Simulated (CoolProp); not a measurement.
Vapour-liquid equilibrium of isopentane (1) + toluene (2) at 6.48 bar; x and y are mole fractions of (1).

Model: multi-fluid Helmholtz-energy mixture model, Lemmon 2006 and Lemmon 2006; pair parameters Bell 2016, in CoolProp.

```csv
x,bubble temperature (K),y at the bubble point,dew temperature at overall composition x (K),liquid density (mol/L)
0.05,454.1,0.202,462.5,7.539
0.125,439.0,0.434,458.5,7.646
0.2,426.0,0.595,454.2,…
0.275,415.1,0.705,449.7,7.771
0.35,406.2,…,444.9,7.791
0.425,…,0.831,439.7,7.789
0.5,393.1,0.869,434.0,7.768
0.575,388.1,0.897,427.8,7.733
0.65,383.9,0.920,420.8,7.687
0.725,380.2,0.939,412.8,7.632
0.8,376.7,0.956,403.4,7.573
0.875,373.5,0.972,392.0,7.511
0.95,370.3,0.989,378.0,7.449
```

Question: Complete the blanks.

Answer: 
- 0.2, liquid density (mol/L): 7.723
- 0.35, y at the bubble point: 0.779
- 0.425, bubble temperature (K): 399.0

No azeotrope shows between x = 0.05 and 0.95.

Pair parameters are fitted to limited data, so mixtures are less certain than the pure fluids. The gap from Raoult's law changes sign with composition, which may be real or a fault of the pair parameters; it wasn't checked against measurements.
